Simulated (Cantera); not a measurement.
What does this Cantera script print?

```python
import numpy as np
import cantera as ct

gas_names = [...]  # 92 gases of nasa_gas.yaml made of C, H, N
cond_names = """
    C(gr) C6H6(L) C7H8(L) C8H18(L),n-octa
""".split()


# ... load() reads the species with a 1 bar reference pressure and builds the phases ...
atoms = {
    'C': {'C': 1},
    'H2': {'H': 2},
    'N2': {'N': 2},
}
top_T = {'C(gr)': 4500}  # K; cautious upper limits of use, not melting points


# ... equilibrate(T, P, feed) seeds the gas with the atoms and calls Mixture.equilibrate('TP', solver="vcs", rtol=1e-11, max_steps=5000) ...
results = []
feed = {'C': 1, 'H2': 0.71, 'N2': 0.32}  # mol
P = 100000  # Pa
for T in [1073, 1148, 1223, 1298, 1373, 1448, 1523, 1598, 1673, 1748, 1823, 1898]:
    mix = equilibrate(T, P, feed)
    results.append((T, P, feed, dict(zip(mix.species_names, mix.species_moles))))

top = {s: max(r[3][s] / sum(r[3][g] for g in gas_names) for r in results) for s in gas_names}
cols = sorted((s for s in top if top[s] > 1e-05), key=lambda s: -top[s])[:9]
seen = [c for c in cond_names if any(r[3].get(c, 0) > 1e-12 for r in results)]
print("log10 of partial pressures in bar; condensed amounts in mol")
print(f"{'T/K':>10s}" + "".join(f"{s[:9]:>10s}" for s in cols + seen))
for T, P, feed, n in results:
    ng = sum(n[g] for g in gas_names)
    print(f"{T:10.4g}" + "".join(f"{np.log10(max(n[s] / ng * P / 1e5, 1e-99)):10.3f}" for s in cols)
          + "".join(f"{n.get(c, 0):10.4g}" for c in seen))
```

It prints:

```
log10 of partial pressures in bar; condensed amounts in mol
       T/K        H2        N2       CH4       HCN         H C2H2,acet       HNC       NH3     C(gr)
      1073    -0.179    -0.499    -1.695    -5.151    -7.943    -8.323    -7.765    -3.949    0.9796
      1148    -0.171    -0.503    -1.965    -4.726    -7.230    -7.601    -7.148    -4.116    0.9889
      1223    -0.167    -0.505    -2.209    -4.355    -6.605    -6.972    -6.607    -4.267    0.9936
      1298    -0.165    -0.506    -2.428    -4.028    -6.052    -6.418    -6.129    -4.403    0.9961
      1373    -0.164    -0.507    -2.625    -3.737    -5.559    -5.926    -5.705    -4.525    0.9974
      1448    -0.163    -0.507    -2.803    -3.476    -5.117    -5.486    -5.325    -4.636     0.998
      1523    -0.163    -0.508    -2.963    -3.242    -4.718    -5.090    -4.982    -4.736    0.9983
      1598    -0.163    -0.508    -3.109    -3.030    -4.355    -4.732    -4.673    -4.826    0.9982
      1673    -0.163    -0.509    -3.241    -2.837    -4.025    -4.407    -4.391    -4.909    0.9978
      1748    -0.163    -0.509    -3.362    -2.661    -3.723    -4.110    -4.134    -4.985    0.9971
      1823    -0.163    -0.510    -3.473    -2.500    -3.445    -3.838    -3.899    -5.055     0.996
      1898    -0.164    -0.511    -3.575    -2.353    -3.189    -3.588    -3.683    -5.120    0.9944
```

Equilibrium computed with Cantera from the NASA thermochemical tables; the gas is ideal and each condensed phase is pure.
